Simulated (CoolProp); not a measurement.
Water along the isotherm 432.35 °C: density (kg/m³) from the reference equation and from simpler models built on Tc = 373.9 °C, pc = 22.06 MPa, ω = 0.344; each cubic takes its own stable root.

Values from CoolProp's reference Helmholtz-energy equation of state, Wagner 2002.

| p (MPa) | phase | reference |
|---|---|---|
| 6.67 | gas | 22.20 |
| 13.3 | gas | 48.98 |
| 20 | gas | 84.29 |
| 26.7 | supercritical | 135.9 |
| 33.3 | supercritical | 222.7 |
| 40 | supercritical | 351.1 |
| 46.7 | supercritical | 441.7 |
| 53.3 | supercritical | 494.0 |
| 60 | supercritical | 530.6 |
| 66.7 | supercritical | 558.4 |
| 73.3 | supercritical | 580.5 |
| 80 | supercritical | 599.4 |
| 86.7 | supercritical | 615.8 |
| 93.3 | supercritical | 630.0 |
| 100 | supercritical | 643.0 |

Task: How far does each simpler model (ideal gas, van der Waals, Soave-Redlich-Kwong, Peng-Robinson) lie from the reference over these 15 states: mean and median of the absolute difference, and the worst?

Result: 
- ideal gas: mean 50.5 %, median 56.8 %, worst -67.5 % at 432.35 °C and 46.7 MPa
- van der Waals: mean 25.1 %, median 34.9 %, worst -40.9 % at 432.35 °C and 100 MPa
- Soave-Redlich-Kwong: mean 21.6 %, median 30.4 %, worst -31.5 % at 432.35 °C and 60 MPa
- Peng-Robinson: mean 16.9 %, median 23.4 %, worst -25.4 % at 432.35 °C and 53.3 MPa
